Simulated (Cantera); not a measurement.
Mixture: CH₄ : O₂ : N₂ = 1 : 1.33 : 5.01 (molar parts), equivalence ratio 1.5, at 4.10 bar, adiabatic and at constant pressure. Ignition delay is the time to a rise of 400 K.

Cantera simulation using GRI-Mech 3.0 (53 species, 325 reactions); the numbers are that mechanism's predictions, not measurements.

Task: At T0 = 1425 K, what is the delay, and which 6 reactions control it most (d ln τ / d ln k, from doubling and halving each rate constant)?

Result: The delay is 1.05 ms.
| reaction | d ln τ / d ln k | faster rate |
|---|---|---|
| 2 CH3 (+M) <=> C2H6 (+M) | 0.47 | lengthens it |
| CH3 + O2 <=> CH3O + O | -0.41 | shortens it |
| CH3 + O2 <=> CH2O + OH | -0.28 | shortens it |
| H + O2 <=> O + OH | -0.26 | shortens it |
| CH2O + O2 <=> HCO + HO2 | -0.23 | shortens it |
| CH4 + H <=> CH3 + H2 | 0.23 | lengthens it |
